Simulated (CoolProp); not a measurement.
Fluoroethane (R161) at 270.4 K and 0.0801 MPa is compressed adiabatically to 0.603 MPa with isentropic efficiency 0.85. Each further row changes one setting.

Computed with CoolProp (reference Helmholtz-energy equation of state, Wu 2012).

| case | work (kJ/kg) | final temperature (K) | final density (kg/m³) |
|---|---|---|---|
| as stated | 125 | 371.4 | 9.83 |
| efficiency 1 | 106 | 359.0 | 10.2 |
| efficiency 0.65 | 163 | 396.1 | 9.13 |
